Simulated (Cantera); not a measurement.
Mixture: 7.24 % CO, 10.9 % H₂, 0.290 % CH₄, 13.2 % O₂, 64.7 % N₂, 3.77 % H₂O, equivalence ratio 0.73, at 12.8 atm, adiabatic and at constant volume. Ignition delay is the time to a rise of 400 K.

Computed with Cantera and GRI-Mech 3.0 (53 species, 325 reactions). The pressure lies above the range GRI-Mech 3.0 was tuned for (to about 10 atm).

Problem. Predict: delay at 1025 K; delay at 1075 K; delay at 1125 K; delay at 1175 K; delay at 1225 K; delay at 1275 K; delay at 1325 K; apparent activation energy between 1225 and 1325 K.

Solution. 
```
Item                                                     Value
--------------------------------------------------  ----------
delay at 1025 K                                        4.21 ms
delay at 1075 K                                        1.47 ms
delay at 1125 K                                       0.536 ms
delay at 1175 K                                       0.199 ms
delay at 1225 K                                        72.8 µs
delay at 1275 K                                        26.0 µs
delay at 1325 K                                        10.3 µs
apparent activation energy between 1225 and 1325 K  260 kJ/mol
```
